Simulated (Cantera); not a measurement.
Charge: 1 mol Fe(CO)₅, 0.44 mol O₂, 48 mol N₂, equilibrated at 0.0100 bar.

Equilibrium computed with Cantera from the NASA thermochemical tables; the gas is ideal and each condensed phase is pure. Candidate condensed phases: C, Fe, Fe(CO)₅, FeO, Fe₂O₃, Fe₃O₄; 27 gas species. Mutual solubility and eutectic melting of coexisting phases are not modelled. The tables' stoichiometric FeO is somewhat more stable than real wüstite, so its field is too wide. FeO: taken at fixed stoichiometry. Equilibrium is a limit: real reactors are often held back by kinetics, nucleation or transport.

### Question
Which condensed phases are stable at each of these points (T (K)): 773, 848, 923, 998, 1073, 1148, 1223, 1298, 1373, 1448, 1523, 1598, 1673?

### Answer
| T (K) | condensed phases | Fe condensed (%) |
|---|---|---|
| 773 | Fe(α) | 100.0 |
| 848 | Fe(α) | 100.0 |
| 923 | Fe(α) | 100.0 |
| 998 | Fe(α) | 100.0 |
| 1073 | Fe(α) | 100.0 |
| 1148 | Fe(α) + FeO(s) | 100.0 |
| 1223 | Fe(γ) + FeO(s) | 100.0 |
| 1298 | Fe(γ) + FeO(s) | 100.0 |
| 1373 | Fe(γ) + FeO(s) | 100.0 |
| 1448 | Fe(γ) + FeO(s) | 100.0 |
| 1523 | Fe(γ) + FeO(s) | 99.9 |
| 1598 | Fe(γ) + FeO(s) | 99.4 |
| 1673 | Fe(δ) + FeO(l) | 97.9 |

From 773 K to 1073 K the condensed part is Fe(α). At 1148 K the condensed part is Fe(α) + FeO(s). From 1223 K to 1598 K the condensed part is Fe(γ) + FeO(s). At 1673 K the condensed part is Fe(δ) + FeO(l).
